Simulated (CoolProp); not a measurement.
A simple Rankine cycle with n-butane: condensing at 313.15 K, boiler at 1.92 MPa, turbine inlet 425.4 K, turbine efficiency 0.7, pump efficiency 0.8, no recuperator. Each further row changes one setting.

Computed with CoolProp (reference Helmholtz-energy equation of state, Bücker 2006).

```json
[
 {"case": "as stated", "thermal efficiency (%)": "10.0", "net work (kJ/kg)": "53.8", "heat in (kJ/kg)": "541", "turbine exit temperature (K)": "383.6", "volume ratio over the turbine": "5.44"},
 {"case": "turbine inlet 445.4 K", "thermal efficiency (%)": "9.8", "net work (kJ/kg)": "?", "heat in (kJ/kg)": "592", "turbine exit temperature (K)": "405.2", "volume ratio over the turbine": "?"},
 {"case": "condensing temperature 305.15 K", "thermal efficiency (%)": "11.0", "net work (kJ/kg)": "61.8", "heat in (kJ/kg)": "?", "turbine exit temperature (K)": "?", "volume ratio over the turbine": "?"},
 {"case": "boiler pressure 1.34 MPa", "thermal efficiency (%)": "8.1", "net work (kJ/kg)": "?", "heat in (kJ/kg)": "?", "turbine exit temperature (K)": "395.2", "volume ratio over the turbine": "3.62"},
 {"case": "turbine efficiency 0.6", "thermal efficiency (%)": "?", "net work (kJ/kg)": "45.6", "heat in (kJ/kg)": "541", "turbine exit temperature (K)": "387.4", "volume ratio over the turbine": "5.50"}
]
```

Problem. Complete the blanks.

Solution. 
- turbine inlet 445.4 K, net work (kJ/kg): 58.2
- turbine inlet 445.4 K, volume ratio over the turbine: 5.30
- condensing temperature 305.15 K, heat in (kJ/kg): 561
- condensing temperature 305.15 K, turbine exit temperature (K): 378.8
- condensing temperature 305.15 K, volume ratio over the turbine: 6.82
- boiler pressure 1.34 MPa, net work (kJ/kg): 44.8
- boiler pressure 1.34 MPa, heat in (kJ/kg): 557
- turbine efficiency 0.6, thermal efficiency (%): 8.4
